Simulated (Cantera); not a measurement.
Source: NASA polynomial tables (part measured, part estimated), evaluated in Cantera. Values are per mole of reaction as written; species without (g) are pure solids or liquids, kept so even where they would boil at 1 bar. VN: taken at fixed stoichiometry.

NO2(g) + VO2(g) → VN + 2 O2(g)

```csv
T (K),ΔH° (kJ),ΔS° (J/K),ΔG° (kJ),log10 K
648,-13.6,-46.3,16.5,-1.33
848,…,…,…,…
1048,…,…,…,…
1248,-4.8,-36.8,41.2,-1.72
1448,-1.2,-34.2,48.3,-1.74
1648,2.6,-31.7,54.9,-1.74
1848,6.9,-29.3,61.0,-1.72
2048,11.5,-26.9,66.6,-1.70
```

### Question
Fill in the missing entries.

### Answer

- 848, ΔH° (kJ): -10.8
- 848, ΔS° (J/K): -42.6
- 848, ΔG° (kJ): 25.3
- 848, log10 K: -1.56
- 1048, ΔH° (kJ): -7.9
- 1048, ΔS° (J/K): -39.6
- 1048, ΔG° (kJ): 33.5
- 1048, log10 K: -1.67
